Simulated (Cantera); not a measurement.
Charge: 1 mol Al, 0.93 mol Cl2, 7.7 mol N2, at 0.270 bar.

Method: chemical equilibrium by Gibbs-energy minimisation in Cantera with the NASA 1993 tables (ideal gas, pure condensed phases). Candidate condensed phases: Al, AlCl3, AlN; 11 gas species. The tables' values for AlCl2 are old estimates; treat these amounts as uncertain. Rates play no part.

x: gas mole fraction; n: condensed amount in mol.

```
T (K)   x N2  x AlCl3   x AlCl2      x AlCl    x Al2Cl6        x Cl  n AlN(s)
-----  -----  -------  --------  ----------  ----------  ----------  --------
1100   0.924   0.0762   4.52e-6     1.67e-8     4.47e-5     8.07e-9     0.380
1150   0.924   0.0762   1.23e-5     8.73e-8     2.61e-5     2.24e-8     0.380
1200   0.924   0.0762   3.06e-5     3.97e-7     1.60e-5     5.71e-8     0.380
1250   0.924   0.0762   7.09e-5     1.60e-6     1.03e-5     1.35e-7     0.380
1300   0.924   0.0761  0.000153     5.76e-6     6.80e-6     3.00e-7     0.380
1350   0.924   0.0760  0.000313  (withheld)  (withheld)  (withheld)     0.379
1400   0.924   0.0758  0.000606     5.65e-5     3.27e-6     1.25e-6     0.378
1450   0.923   0.0754   0.00112    0.000157     2.35e-6     2.37e-6     0.376
1500   0.923   0.0747   0.00197    0.000404     1.72e-6     4.29e-6     0.372
1550   0.922   0.0735   0.00333    0.000978     1.26e-6     7.48e-6     0.366
1600   0.921   0.0715   0.00540  (withheld)  (withheld)  (withheld)     0.353
1650   0.918   0.0684   0.00838     0.00479     6.66e-7     2.03e-5     0.331
```

Question: Complete the blanks.

Answer: 
- 1350, x AlCl: 1.88e-5
- 1350, x Al2Cl6: 4.66e-6
- 1350, x Cl: 6.29e-7
- 1600, x AlCl: 0.00223
- 1600, x Al2Cl6: 9.26e-7
- 1600, x Cl: 1.25e-5
